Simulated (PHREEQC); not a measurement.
## Brine: speciation

Solution (75 °C): 0.0013 mol/kgw NaCl and 0.067 mol/kgw BaCl2. Closed to the air; pH follows from the charge balance.

The numbers come from PHREEQC with the ion-association model, phreeqc.dat.

```yaml
ionic_strength: 0.202 mol/kgw
specific_conductance: 30800 µS/cm
density: 0.987 g/cm³
```

| species | molality | activity | log γ |
|---|---|---|---|
| Cl- | 0.135 | 0.0935 | -0.160 |
| Ba+2 | 0.0670 | 0.0168 | -0.601 |
| Na+ | 0.00130 | 0.000941 | -0.140 |
| H+ | 6.20e-7 | 4.84e-7 | -0.107 |
| OH- | 6.19e-7 | 4.22e-7 | -0.166 |
| BaOH+ | 1.63e-9 | 1.17e-9 | -0.144 |

No solid was allowed to form. Complexes and solids missing from the database can't appear. Constants without temperature data keep their 25 °C values here.
